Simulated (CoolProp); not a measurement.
A closed Brayton cycle with nitrogen: compressor inlet 319.15 K and 4 MPa, high pressure 12.9 MPa, turbine inlet 915 K, compressor efficiency 0.85, turbine efficiency 0.9, recuperator effectiveness 0 (on enthalpy, no pinch check). Each further row changes one setting.

Computed with CoolProp (reference Helmholtz-energy equation of state, Span 2000).

| case | thermal efficiency (%) | net work (kJ/kg) | compressor to turbine work | compressor exit (K) | turbine exit (K) |
|---|---|---|---|---|---|
| as stated | 18.8 | 94.3 | 0.63 | 469.8 | 695.4 |
| turbine inlet 865 K | 18.1 | (withheld) | (withheld) | 469.8 | 655.6 |
| compressor inlet 329.15 K | (withheld) | 89.1 | (withheld) | 484.3 | 695.4 |
| high pressure 11 MPa | 17.0 | (withheld) | 0.60 | (withheld) | 722.0 |
| recuperator effectiveness 0.5 | 24.9 | 94.3 | 0.63 | 469.8 | 695.4 |

Task: Complete the blanks.

Result: 
- turbine inlet 865 K, net work (kJ/kg): 80.3
- turbine inlet 865 K, compressor to turbine work: 0.67
- compressor inlet 329.15 K, thermal efficiency (%): 18.3
- compressor inlet 329.15 K, compressor to turbine work: 0.65
- high pressure 11 MPa, net work (kJ/kg): 89.3
- high pressure 11 MPa, compressor exit (K): 446.3
